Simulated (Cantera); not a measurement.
## Ignition delay

Mixture: CH4 : O2 : N2 = 1 : 4.44 : 16.7 (molar parts), equivalence ratio 0.45, at 3.80 bar, adiabatic and at constant volume. Ignition delay is the time to a rise of 400 K.

Detailed kinetics in Cantera: GRI-Mech 3.0 (53 species, 325 reactions).

```
T0 (K)  delay (ms)
------  ----------
1050          76.4
1150          17.2
1250          4.56
1350          1.39
1450         0.483
1550         0.191
1650        0.0859
```

```json
{
 "apparent activation energy between 1450 and 1650 K": "170 kJ/mol"
}
```
